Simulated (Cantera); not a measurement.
**Equilibrium for silicon nitride deposition: SiH4 + NH3**

A closed system holds: 1 mol SiH4, 7.7 mol NH3, equilibrated at 1330 Pa.

Cantera equilibrium calculation (NASA polynomials, part measured and part estimated; ideal gas, pure solids and liquids). Candidate condensed phases: Si, Si3N4; 18 gas species. The tables' values for SiN are old estimates; treat these amounts as uncertain. Gases not in the tables: Si2H6 and higher silanes. Kinetics and transport are ignored.

From 600 °C to 1400 °C the condensed part is Si3N4(s). From 1500 °C to 1800 °C the condensed part is Si(l).

| T (°C) | x H2 | x N2 | x H | x Si | x SiH | x SiH2 | x Si2N | x Si2 | n Si3N4(s) | n Si(l) |
|---|---|---|---|---|---|---|---|---|---|---|
| 600 | 0.810 | 0.190 | 3.65e-10 | <1e-12 | <1e-12 | <1e-12 | <1e-12 | <1e-12 | 0.333 | 0 |
| 700 | 0.810 | 0.190 | 8.43e-9 | <1e-12 | <1e-12 | <1e-12 | <1e-12 | <1e-12 | 0.333 | 0 |
| 800 | 0.810 | 0.190 | 1.09e-7 | <1e-12 | <1e-12 | <1e-12 | <1e-12 | <1e-12 | 0.333 | 0 |
| 900 | 0.810 | 0.190 | 9.19e-7 | <1e-12 | <1e-12 | 1.56e-12 | <1e-12 | <1e-12 | 0.333 | 0 |
| 1000 | 0.810 | 0.190 | 5.56e-6 | 2.81e-12 | 2.82e-12 | 8.02e-11 | <1e-12 | <1e-12 | 0.333 | 0 |
| 1100 | 0.810 | 0.190 | 2.60e-5 | 3.31e-10 | 1.95e-10 | 2.31e-9 | <1e-12 | <1e-12 | 0.333 | 0 |
| 1200 | 0.810 | 0.190 | 9.86e-5 | 2.02e-8 | 7.53e-9 | 4.18e-8 | 1.05e-10 | 1.04e-12 | 0.333 | 0 |
| 1300 | 0.809 | 0.190 | 0.000317 | 7.23e-7 | 1.81e-7 | 5.21e-7 | 9.95e-9 | 2.66e-10 | 0.333 | 0 |
| 1400 | 0.809 | 0.190 | 0.000887 | 1.68e-5 | 2.95e-6 | 4.78e-6 | 5.41e-7 | 3.47e-8 | 0.333 | 0 |
| 1500 | 0.777 | 0.221 | 0.00217 | 0.000160 | 2.01e-5 | 1.92e-5 | 6.90e-6 | 8.89e-7 | 0 | 0.996 |
| 1600 | 0.774 | 0.221 | 0.00492 | 0.000661 | 6.26e-5 | 3.80e-5 | 1.92e-5 | 4.94e-6 | 0 | 0.986 |
| 1700 | 0.768 | 0.220 | 0.0102 | 0.00237 | 0.000173 | 6.97e-5 | 4.79e-5 | 2.30e-5 | 0 | 0.951 |
| 1800 | 0.755 | 0.217 | 0.0198 | 0.00748 | 0.000431 | 0.000120 | 0.000109 | 9.18e-5 | 0 | 0.848 |
x: gas mole fraction; n: condensed amount in mol.
